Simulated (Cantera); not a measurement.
Input (Python, Cantera):

```python
import numpy as np
import cantera as ct

gas = ct.Solution("h2o2.yaml")


def delay(T, t_max=10):
    gas.TPX = T, 500000, {'H2': 1, 'O2': 1.09, 'N2': 4.09, 'H2O': 0.56}
    reactor = ct.IdealGasConstPressureReactor(gas, clone=False)
    net = ct.ReactorNet([reactor])
    net.rtol, net.atol = 1e-8, 1e-16
    while net.time < t_max:
        t_old, T_old = net.time, reactor.T
        net.step()
        if reactor.T > T + 400:  # ignition: a rise of 400 K
            return t_old + (T + 400 - T_old) / (reactor.T - T_old) * (net.time - t_old)
    return np.nan


taus = []
for T in [1298, 1398, 1498, 1598, 1698, 1798]:
    taus.append(delay(T))
    print(f"T0 = {T:6g} K   tau = {taus[-1]:.4e} s")

# d ln(tau) / d ln(k), from doubling and halving each rate constant
T, sens = 1798, []
for i in range(gas.n_reactions):
    gas.set_multiplier(2.0, i)
    up = delay(T)
    gas.set_multiplier(0.5, i)
    down = delay(T)
    gas.set_multiplier(1.0, i)
    sens.append((np.log(up / down) / np.log(4.0), gas.reaction(i).equation))
sens.sort(key=lambda x: -abs(x[0]))
print(f"sensitivities at {T} K")
for s, eq in sens[:10]:
    print(f"{s:8.3f}  {eq}")
```

Output:

```
T0 =   1298 K   tau = 1.2091e-05 s
T0 =   1398 K   tau = 5.9494e-06 s
T0 =   1498 K   tau = 3.9475e-06 s
T0 =   1598 K   tau = 3.0225e-06 s
T0 =   1698 K   tau = 2.5532e-06 s
T0 =   1798 K   tau = 2.3280e-06 s
sensitivities at 1798 K
  -0.315  H + O2 <=> O + OH
  -0.200  H + O2 + H2O <=> HO2 + H2O
  -0.121  H2 + O <=> H + OH
  -0.107  H2 + OH <=> H + H2O
  -0.075  H + OH + M <=> H2O + M
  -0.047  H + HO2 <=> H2 + O2
  -0.044  H + O2 + N2 <=> HO2 + N2
  -0.030  2 OH (+M) <=> H2O2 (+M)
  -0.016  H + O2 + M <=> HO2 + M
  -0.009  2 H + H2O <=> H2 + H2O
```

Detailed kinetics in Cantera: the H2/O2 subset of GRI-Mech 3.0, which has no nitrogen chemistry. The hydrogen kinetics of GRI-Mech 3.0 are dated; newer H2 mechanisms differ, most at raised pressure. Where the delays flatten at high temperature, the 400 K rule measures the pace of heat release, not the induction time.
